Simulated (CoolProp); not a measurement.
Aqueous ethylene glycol as a coolant, at 28 °C, 1 atm.

The numbers come from the Melinder's fits for secondary coolants in CoolProp.

| mass % | freezing point (°C) | Prandtl number | conductivity (W/(m K)) | viscosity (mPa s) | cp (kJ/(kg K)) |
|---|---|---|---|---|---|
| 4.7 | -1.5 | 6.43 | 0.589 | 0.921 | 4.119 |
| 9.8 | -3.3 | 7.45 | 0.565 | 1.04 | 4.054 |
| 15 | -5.4 | 8.72 | 0.540 | 1.18 | 3.984 |
| 20.2 | -8.1 | 10.2 | 0.516 | 1.35 | 3.908 |
| 25.3 | -11.2 | 11.9 | 0.493 | 1.53 | 3.824 |
| 30.5 | -15.0 | 13.9 | 0.470 | 1.75 | 3.732 |
| 35.7 | -19.5 | 16.2 | 0.449 | 1.99 | 3.635 |
| 40.8 | -24.7 | 18.7 | 0.428 | 2.27 | 3.536 |
| 46 | -30.8 | 21.8 | 0.409 | 2.60 | 3.433 |
| 51.2 | -37.7 | 25.5 | 0.390 | 2.98 | 3.329 |
